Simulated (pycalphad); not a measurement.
Phase fractions of Si-0.8215C (wt.%)

Source of the numbers: pycalphad with the COST 507 light-alloy database (1999); pressure 1 atm. These are 1990s assessments: newer ones move some temperatures and phases. Phase fractions are per mole of atoms. Kinetics are ignored, which matters at the lower temperatures.

```tsv
T (K)	liquid	CSI	diamond (Si)
2600	1.000	-	-
2500	0.986	0.014	-
2400	0.976	0.024	-
2300	0.970	0.030	-
2200	0.966	0.034	-
2100	0.964	0.036	-
2000	0.963	0.037	-
1900	0.962	0.038	-
1800	0.962	0.038	-
1700	0.962	0.038	-
1600	-	0.038	0.962
1500	-	0.038	0.962
1400	-	0.038	0.962
1300	-	0.038	0.962
1200	-	0.038	0.962
1100	-	0.038	0.962
1000	-	0.038	0.962
900	-	0.038	0.962
800	-	0.038	0.962
700	-	0.038	0.962
600	-	0.038	0.962
500	-	0.038	0.962
```

Database names, with the compositions (at.%) that they take in these runs: CSI: Si 50 C 50.
